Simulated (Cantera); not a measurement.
Feed: 1 mol (CH3)2SiCl2, 2.1 mol CH4, 590 mol H2, at 75.0 Torr.

These are equilibrium values from Cantera (NASA tables, ideal gas, pure condensed phases), not measurements of a reactor. Candidate condensed phases: C, C6H6, C7H8, C8H18, Si, SiC; 109 gas species. The feed counts by its element totals alone. Gases not in the tables: Si2H6 and higher silanes. Kinetics and transport are ignored.

log p: log10 of the partial pressure in bar; n: condensed amount in mol.

```tsv
T (K)	log p H2	log p H	log p HCl	log p C2H2 (acetylene)	log p CH4	log p Si	n C(graphite)	n SiC(s)
1150	-1.00	-7.63	-3.47	-8.41	-3.64	<-13	1.72	1.000
1350	-1.00	-6.12	-3.48	-6.91	-4.24	-12.12	2.76	1.000
1550	-1.00	-5.00	-3.48	-5.80	-4.70	-9.53	2.96	1.000
1750	-1.00	…	-3.48	…	…	…	2.91	0.999
1950	-1.00	-3.44	-3.48	-4.27	-5.32	-5.97	2.43	0.988
2150	-1.01	…	-3.48	…	…	…	…	…
2350	-1.02	-2.41	-3.50	-3.50	-5.86	-3.91	0	0
2550	-1.05	-2.03	-3.53	-3.51	-6.24	-3.87	0	0
```

Task: Complete the blanks.

Result: 
- 2150, log p H: -2.88
- 2150, log p C2H2 (acetylene): -3.72
- 2150, log p CH4: -5.55
- 2150, log p Si: -4.69
- 2150, n C(graphite): 0.938
- 2150, n SiC(s): 0.819
- 1750, log p H: -4.13
- 1750, log p C2H2 (acetylene): -4.94
- 1750, log p CH4: -5.04
- 1750, log p Si: -7.54
